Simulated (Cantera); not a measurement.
A Cantera script and what it prints.

```python
import numpy as np
import cantera as ct

gas_names = """
    B BH BH2 BH3 BN B2 H H2 N NH NH2 NH3 N2 N2H2 N2H4
""".split()
cond_names = """
    B(b) B(L) BN(s)
""".split()


# ... load() reads the species with a 1 bar reference pressure and builds the phases ...
atoms = {
    'B2H6': {'B': 2, 'H': 6},
    'H2': {'H': 2},
    'N2': {'N': 2},
}
top_T = {'BN(s)': 3200}  # K; cautious upper limits of use, not melting points


# ... equilibrate(T, P, feed) seeds the gas with the atoms and calls Mixture.equilibrate('TP', solver="vcs", rtol=1e-11, max_steps=5000) ...
results = []
feed = {'B2H6': 1, 'H2': 28, 'N2': 39}  # mol
T = 1525  # K
P = 2300  # Pa
mix = equilibrate(T, P, feed)
results.append((T, P, feed, dict(zip(mix.species_names, mix.species_moles))))
x = sorted(zip(gas.X, gas.species_names), reverse=True)
print(f"T = {T:g} K  P = {P:g} Pa  gas = {mix.phase_moles(0):.4g} mol")
print("   x: " + "  ".join(f"{s} {v:.3e}" for v, s in x if v > 0.001))
print("   condensed (mol): " + ("  ".join(f"{mix.phase(i).name} {mix.phase_moles(i):.4g}"
      for i in range(1, mix.n_phases) if mix.phase_moles(i) > 1e-12) or "none"))
```

Result:

```
T = 1525 K  P = 2300 Pa  gas = 69 mol
   x: N2 5.507e-01  H2 4.492e-01
   condensed (mol): BN(s) 2
```

Method: chemical equilibrium by Gibbs-energy minimisation in Cantera with the NASA 1993 tables (ideal gas, pure condensed phases). The feed counts by its element totals alone.
